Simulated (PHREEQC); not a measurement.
0.1 mol of Fluorite (CaF2) is brought to equilibrium with 1 kg of water holding 38 mmol/kgw NaOH, with rising amounts of NH4F, at 25 °C. Oxygen alone is held at its pressure in air (log pO2 = -0.68). The system is closed to CO2. Only these solids could form: Fluorite.

Equilibrium calculation in PHREEQC: ion-association model, phreeqc.dat.

```csv
NH4F added (mol),pH,dissolved Ca (mol/kgw),dissolved F (mol/kgw)
0,12.49,0.000291,0.000581
0.00208,12.47,2.14e-5,0.00212
0.00417,12.44,5.43e-6,0.00418
0.00625,12.42,2.39e-6,0.00625
0.00833,12.39,1.33e-6,0.00833
0.0104,12.36,8.42e-7,0.0104
0.0125,12.32,5.74e-7,0.0125
0.0146,12.28,4.15e-7,0.0146
0.0167,12.24,3.12e-7,0.0167
0.0187,12.20,2.46e-7,0.0187
0.0208,12.15,1.96e-7,0.0208
0.0229,12.09,1.59e-7,0.0229
0.025,12.03,1.31e-7,0.0250
```
